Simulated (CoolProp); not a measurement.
Vapour-liquid equilibrium of R22 (1) + cyclohexane (2) at 18.85 °C; x and y are mole fractions of (1).

The numbers come from the multi-fluid Helmholtz-energy mixture model, Kamei 1995 and Zhou 2014; pair parameters Bell 2016 in CoolProp.

| x | bubble pressure, mixture model (kPa) | bubble pressure, Raoult's law (kPa) | y, mixture model | y, Raoult's law |
|---|---|---|---|---|
| 0.05 | [?] | 53.36 | 0.915 | 0.826 |
| 0.15 | 286.7 | 140.5 | [?] | 0.941 |
| 0.25 | [?] | 227.6 | 0.977 | 0.968 |
| 0.35 | 496.1 | 314.8 | 0.982 | 0.980 |
| 0.45 | 558.1 | 401.9 | 0.984 | 0.987 |
| 0.55 | 606.7 | 489.0 | 0.986 | 0.991 |
| 0.65 | 651.2 | 576.2 | 0.988 | 0.994 |
| 0.75 | 699.2 | 663.3 | 0.990 | 0.996 |
| 0.85 | 757.8 | 750.4 | [?] | 0.998 |
| 0.95 | 834.0 | 837.6 | 0.997 | 0.999 |

**Question.** Some entries are withheld; supply them.

**Answer.** 
- 0.05, bubble pressure, mixture model (kPa): 115.8
- 0.15, y, mixture model: 0.966
- 0.25, bubble pressure, mixture model (kPa): 409.7
- 0.85, y, mixture model: 0.993

The largest gap from Raoult's law is +117.0 % in bubble pressure, at x = 0.05. No azeotrope shows between x = 0.05 and 0.95.

Pair parameters are fitted to limited data, so mixtures are less certain than the pure fluids. The gap from Raoult's law changes sign with composition, which may be real or a fault of the pair parameters; it wasn't checked against measurements. With so large a gap from Raoult's law the liquid may split in two, which this calculation doesn't test in full.
